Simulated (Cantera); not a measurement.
Standard-state values (1 bar) from the NASA 1993 polynomials, evaluated with Cantera. Values are per mole of reaction as written; species without (g) are pure solids or liquids, kept so even where they would boil at 1 bar.

Problem. Between 300 and 2125 K, where is each reaction favourable under standard conditions?
- 5 Zr + 4 NO(g) + 6 H2O(g) = 5 ZrO2 + 4 NH3(g)

Solution. 
- 5 Zr + 4 NO(g) + 6 H2O(g) = 5 ZrO2 + 4 NH3(g): ΔG° is -4241 kJ at 300 K and -2242 kJ at 2125 K; it stays negative (K > 1). ΔH° is -4477 kJ and ΔS° -1052 J/K at 2125 K.
